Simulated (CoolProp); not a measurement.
C3F8 (R218) along the isobar 2960 kPa: Z from the reference equation and from simpler models built on Tc = 345.0 K, pc = 2640 kPa, ω = 0.317; each cubic takes its own stable root.

Computed with CoolProp (reference Helmholtz-energy equation of state, Lemmon 2006). It is a short technical equation, of lower accuracy than the large ones.

```
T (K)          phase   reference  van der Waals  Redlich-Kwong
-----  -------------  ----------  -------------  -------------
181.3         liquid      0.2029         0.3247         0.2209
197.6         liquid      0.1921         0.3055         0.2090
214           liquid      0.1833         0.2899         0.1996
230.4         liquid      0.1764         0.2776         0.1926
246.8         liquid      0.1711         0.2680         0.1878
263.1         liquid      0.1674         0.2611         0.1851
279.5         liquid      0.1654     (withheld)         0.1848
295.9         liquid      0.1654         0.2557     (withheld)
312.3         liquid      0.1683     (withheld)         0.1944
328.6         liquid      0.1768         0.2690         0.2097
345           liquid      0.2085         0.3000         0.2542
361.4  supercritical  (withheld)         0.5113         0.5214
377.8  supercritical      0.6573         0.6277         0.6343
394.1  supercritical      0.7288         0.6914         0.7007
410.5  supercritical      0.7796         0.7368         0.7485
```

**Question.** Complete the blanks.

**Answer.** 
- 279.5, van der Waals: 0.2569
- 295.9, Redlich-Kwong: 0.1874
- 312.3, van der Waals: 0.2587
- 361.4, reference: 0.5362
